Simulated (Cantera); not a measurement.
A freely propagating, adiabatic, planar premixed flame of 16.8 % CO, 18.5 % H2, 13.6 % O2, 51.1 % N2, equivalence ratio 1.3, unburnt at 498 K and 0.800 bar; unity-Lewis-number transport, grid criteria slope 0.08 and curve 0.16, no radiation.

Model: GRI-Mech 3.0 (53 species, 325 reactions), integrated in Cantera. Unity Lewis numbers drop preferential diffusion, which matters most where H2 and H carry the flame. Burning velocities carry a grid error of a few per cent, more on coarse grids.

Task: Predict: laminar burning velocity; thermal thickness; peak x(HO2); peak x(OH); peak x(H2O2).

Result: laminar burning velocity: 246 cm/s
thermal thickness: 0.503 mm
peak x(HO2): 0.000205
peak x(OH): 0.0130
peak x(H2O2): 9.89e-6
